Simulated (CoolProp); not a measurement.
Computed with CoolProp (reference Helmholtz-energy equation of state, Thol 2012).

Task: For benzene, give the phase and the density (kg/m³), cp (kJ/(kg K)), isothermal compressibility (1/MPa), Prandtl number at 265.25 °C and 0.607 MPa.

Result: 
- 265.25 °C and 0.607 MPa: gas; density 11.2, cp 1.94, isothermal compressibility 1.74, Prandtl number 0.752

Viscosity comes from a separate model (Avgeri 2014). Thermal conductivity comes from a separate model (Assael 2012).
